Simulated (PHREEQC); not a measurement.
PHREEQC input (Pitzer model, pitzer.dat):

```
SOLUTION 1
  temp 25
  units mol/kgw
  pH 7 charge
  Na 1
END
SELECTED_OUTPUT 1
  -reset false
  -pH true
  -pe true
  -ionic_strength true
  -water true
  -totals C Na
  -molalities H+ Na+ CO3-2 OH- HCO3- CO2
  -saturation_indices Nahcolite Natron Trona
USER_PUNCH 1
  -headings p_CO2(g) phi_CO2(g) p_H2O(g) phi_H2O(g) density
  10 PUNCH PR_P("CO2(g)"), PR_PHI("CO2(g)"), PR_P("H2O(g)"), PR_PHI("H2O(g)"), RHO
PRINT
  -reset false
USE solution 1
REACTION_TEMPERATURE 1
  40
GAS_PHASE 1
  -fixed_pressure
  -pressure 2
  -temperature 40
  -volume 20
  CO2(g) 2
  H2O(g) 0
END
# ... the last block is repeated for the other 12 points of P (atm)
```

Selected output (columns that matter, 10 of 13 rows; P (atm) added in front):

```
P (atm)	pH	mu	C	Na	m_H+	m_Na+	si_Nahcolite	si_Natron	si_Trona	p_CO2(g)	phi_CO2(g)	p_H2O(g)	phi_H2O(g)	density
2	7.3184	1.0098	1.0288	1.0002	9.3081e-08	1.0002	-0.055	-3.0169	-3.1563	1.9281	0.99051	0.071941	0.98278	1.0466
5	6.9241	1.0047	1.093	1.0007	2.3039e-07	1.0007	-0.0457	-3.3924	-3.5286	4.9262	0.97633	0.073839	0.95826	1.0472
20	6.3583	1.0023	1.3598	1.0012	8.4875e-07	1.0012	-0.0255	-3.8879	-4.0386	19.915	0.90717	0.084751	0.83908	1.0496
30	6.2078	1.0023	1.5118	1.0015	1.2017e-06	1.0015	-0.0153	-3.994	-4.1597	29.906	0.86246	0.093657	0.76227	1.0511
40	6.109	1.0024	1.6447	1.0018	1.5104e-06	1.0018	-0.0066	-4.0495	-4.233	39.896	0.81874	0.10438	0.68695	1.0524
75	5.9342	1.0051	1.9634	1.0047	2.2638e-06	1.0047	0.0138	-4.0789	-4.3452	74.823	0.66999	0.17685	0.41286	1.056
100	5.8961	1.0193	2.0544	1.0189	2.4713e-06	1.0189	0.025	-4.0107	-4.3485	99.604	0.56118	0.39556	0.18747	1.0582
150	5.8548	1.0319	2.13	1.0315	2.7164e-06	1.0315	0.031	-3.8589	-4.3638	149.26	0.42455	0.74489	0.10293	1.0612
300	5.7577	1.0466	2.2625	1.0462	3.3903e-06	1.0462	0.0307	-3.402	-4.4311	298.26	0.28687	1.7385	0.048794	1.0686
400	5.702	1.0515	2.3238	1.0512	3.8496e-06	1.0512	0.027	-3.0949	-4.4765	397.61	0.25697	2.3886	0.037987	1.073
```

Species that the database lacks are ignored. In brines, pH and single-ion activities rest on the MacInnes convention. Away from 25 °C the constants follow the database's enthalpies or fits; those with neither stay at their 25 °C values.
